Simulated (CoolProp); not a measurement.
Toluene along the isotherm 603 K: Z from the reference equation and from simpler models built on Tc = 591.7 K, pc = 4126 kPa, ω = 0.266; each cubic takes its own stable root.

Values from CoolProp's reference Helmholtz-energy equation of state, Lemmon 2006. It is a short technical equation, of lower accuracy than the large ones.

```json
[
 {"p (kPa)": "19.6", "phase": "gas", "reference": "0.9984", "van der Waals": "0.9987", "Redlich-Kwong": "0.9985", "Soave-Redlich-Kwong": "0.9985", "Peng-Robinson": "0.9983"},
 {"p (kPa)": "30.5", "phase": "gas", "reference": "0.9974", "van der Waals": "0.9979", "Redlich-Kwong": "0.9976", "Soave-Redlich-Kwong": "0.9976", "Peng-Robinson": "0.9974"},
 {"p (kPa)": "47.5", "phase": "gas", "reference": "0.9960", "van der Waals": "0.9967", "Redlich-Kwong": "0.9963", "Soave-Redlich-Kwong": "0.9963", "Peng-Robinson": "0.9959"},
 {"p (kPa)": "73.9", "phase": "gas", "reference": "0.9938", "van der Waals": "0.9949", "Redlich-Kwong": "0.9942", "Soave-Redlich-Kwong": "0.9943", "Peng-Robinson": "0.9936"},
 {"p (kPa)": "115", "phase": "gas", "reference": "0.9903", "van der Waals": "0.9920", "Redlich-Kwong": "0.9910", "Soave-Redlich-Kwong": "0.9910", "Peng-Robinson": "0.9900"},
 {"p (kPa)": "179", "phase": "gas", "reference": "0.9849", "van der Waals": "0.9876", "Redlich-Kwong": "0.9859", "Soave-Redlich-Kwong": "0.9860", "Peng-Robinson": "0.9844"},
 {"p (kPa)": "279", "phase": "gas", "reference": "0.9763", "van der Waals": "0.9805", "Redlich-Kwong": "0.9779", "Soave-Redlich-Kwong": "0.9781", "Peng-Robinson": "0.9756"},
 {"p (kPa)": "434", "phase": "gas", "reference": "0.9629", "van der Waals": "0.9694", "Redlich-Kwong": "0.9653", "Soave-Redlich-Kwong": "0.9657", "Peng-Robinson": "0.9617"},
 {"p (kPa)": "676", "phase": "gas", "reference": "0.9415", "van der Waals": "0.9516", "Redlich-Kwong": "0.9453", "Soave-Redlich-Kwong": "0.9459", "Peng-Robinson": "0.9398"},
 {"p (kPa)": "1050", "phase": "gas", "reference": "0.9072", "van der Waals": "0.9230", "Redlich-Kwong": "0.9133", "Soave-Redlich-Kwong": "0.9142", "Peng-Robinson": "0.9049"},
 {"p (kPa)": "1640", "phase": "gas", "reference": "0.8496", "van der Waals": "0.8744", "Redlich-Kwong": "0.8595", "Soave-Redlich-Kwong": "0.8611", "Peng-Robinson": "0.8469"},
 {"p (kPa)": "2550", "phase": "gas", "reference": "0.7493", "van der Waals": "0.7878", "Redlich-Kwong": "0.7657", "Soave-Redlich-Kwong": "0.7688", "Peng-Robinson": "0.7477"},
 {"p (kPa)": "3980", "phase": "gas", "reference": "0.5346", "van der Waals": "0.5816", "Redlich-Kwong": "0.5572", "Soave-Redlich-Kwong": "0.5681", "Peng-Robinson": "0.5396"},
 {"p (kPa)": "6190", "phase": "supercritical", "reference": "0.2500", "van der Waals": "0.3568", "Redlich-Kwong": "0.3047", "Soave-Redlich-Kwong": "0.3107", "Peng-Robinson": "0.2823"}
]
```
